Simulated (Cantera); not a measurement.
# Counterflow diffusion flame

A counterflow diffusion flame at 38000 Pa, nozzles 20 mm apart: fuel side 100 % H2 at 575 K, oxidiser side 18.0 % O2, 82.0 % N2 at 750 K, fuel mass flux 0.29 times the oxidiser's; mixture-averaged transport, no radiation.

Cantera simulation using the H2/O2 subset of GRI-Mech 3.0, which has no nitrogen chemistry; the numbers are that mechanism's predictions, not measurements. The maximum strain rate includes the flame's own expansion and is several times the mean.

```json
[
 {"oxidiser flux (kg/m²/s)": "0.23", "max strain (1/s)": "1110", "mean strain (1/s)": "274", "T max (K)": "2086", "peak x OH": "0.0183", "peak x H": "0.0379", "peak x H2O": "0.227", "peak x HO2": "4.09e-5"},
 {"oxidiser flux (kg/m²/s)": "0.33", "max strain (1/s)": "1590", "mean strain (1/s)": "393", "T max (K)": "2012", "peak x OH": "0.0173", "peak x H": "0.0417", "peak x H2O": "0.225", "peak x HO2": "4.55e-5"},
 {"oxidiser flux (kg/m²/s)": "0.47", "max strain (1/s)": "2250", "mean strain (1/s)": "560", "T max (K)": "1948", "peak x OH": "0.0165", "peak x H": "0.0458", "peak x H2O": "0.223", "peak x HO2": "4.94e-5"},
 {"oxidiser flux (kg/m²/s)": "0.68", "max strain (1/s)": "3220", "mean strain (1/s)": "810", "T max (K)": "1879", "peak x OH": "0.0155", "peak x H": "0.0505", "peak x H2O": "0.220", "peak x HO2": "5.30e-5"},
 {"oxidiser flux (kg/m²/s)": "0.98", "max strain (1/s)": "4650", "mean strain (1/s)": "1170", "T max (K)": "1805", "peak x OH": "0.0142", "peak x H": "0.0549", "peak x H2O": "0.217", "peak x HO2": "5.67e-5"},
 {"oxidiser flux (kg/m²/s)": "1.4", "max strain (1/s)": "6650", "mean strain (1/s)": "1670", "T max (K)": "1729", "peak x OH": "0.0128", "peak x H": "0.0584", "peak x H2O": "0.214", "peak x HO2": "5.99e-5"},
 {"oxidiser flux (kg/m²/s)": "2", "max strain (1/s)": "9430", "mean strain (1/s)": "2380", "T max (K)": "1660", "peak x OH": "0.0116", "peak x H": "0.0621", "peak x H2O": "0.210", "peak x HO2": "6.30e-5"},
 {"oxidiser flux (kg/m²/s)": "2.9", "max strain (1/s)": "13600", "mean strain (1/s)": "3450", "T max (K)": "1590", "peak x OH": "0.0103", "peak x H": "0.0658", "peak x H2O": "0.205", "peak x HO2": "6.59e-5"},
 {"oxidiser flux (kg/m²/s)": "4.2", "max strain (1/s)": "20000", "mean strain (1/s)": "5000", "T max (K)": "1509", "peak x OH": "0.00867", "peak x H": "0.0667", "peak x H2O": "0.195", "peak x HO2": "6.88e-5"}
]
```
x: mole fraction; the columns are a selection and need not sum to one.
